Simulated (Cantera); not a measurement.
An isothermal, constant-pressure homogeneous reactor starts with 0.467 % CH3OH, 0.238 % O2, 99.3 % N2, equivalence ratio 2.9, at 1275 K and 1300000 Pa.

Detailed kinetics in Cantera: GRI-Mech 3.0 (53 species, 325 reactions). GRI-Mech 3.0 was tuned for natural gas; its chemistry of methanol as a main component is partial and can be far from experiment. The pressure lies above the range GRI-Mech 3.0 was tuned for (to about 10 atm).

x: mole fraction; the columns are a selection and need not sum to one.

| t (s) | x CH3OH | x O2 | x N2O | x C2H4 | x HO2 | x OH | x H2O |
|---|---|---|---|---|---|---|---|
| 9.00e-6 | 0.00467 | 0.00238 | <1e-12 | <1e-12 | 8.17e-8 | 1.07e-9 | 7.62e-8 |
| 3.08e-5 | 0.00467 | 0.00238 | 2.47e-12 | 9.86e-12 | 3.22e-7 | 1.11e-9 | 2.70e-7 |
| 0.000106 | 0.00466 | 0.00238 | 3.00e-11 | 8.37e-11 | 1.25e-6 | 1.53e-9 | 1.01e-6 |
| 0.000362 | 0.00464 | 0.00238 | 3.82e-10 | 3.20e-10 | 4.75e-6 | 6.22e-9 | 6.32e-6 |
| 0.00124 | ? | ? | ? | ? | ? | ? | ? |
| 0.00424 | 5.96e-10 | 1.25e-6 | 7.43e-9 | 6.49e-10 | 5.53e-9 | 7.58e-8 | 0.00436 |
| 0.0145 | 1.25e-10 | ? | ? | ? | 6.08e-10 | ? | 0.00434 |
| 0.0498 | 3.31e-11 | 1.50e-7 | 2.26e-9 | 1.34e-9 | 1.05e-10 | 1.37e-9 | 0.00433 |
| 0.170 | 1.15e-11 | 7.31e-8 | 6.03e-10 | 1.09e-9 | 1.99e-11 | 4.79e-10 | 0.00432 |
| 0.584 | 5.00e-12 | 2.70e-8 | 1.18e-11 | 9.03e-10 | 3.45e-12 | 2.15e-10 | 0.00430 |
| 2.00 | 3.26e-12 | 3.97e-9 | <1e-12 | 8.22e-10 | <1e-12 | 1.44e-10 | 0.00428 |

**Question.** Complete the blanks.

**Answer.** 
- 0.00124, x CH3OH: 0.00262
- 0.00124, x O2: 0.00179
- 0.00124, x N2O: 9.12e-9
- 0.00124, x C2H4: 1.83e-9
- 0.00124, x HO2: 5.63e-5
- 0.00124, x OH: 1.06e-6
- 0.00124, x H2O: 0.00102
- 0.0145, x O2: 3.03e-7
- 0.0145, x N2O: 3.99e-9
- 0.0145, x C2H4: 1.52e-9
- 0.0145, x OH: 5.72e-9
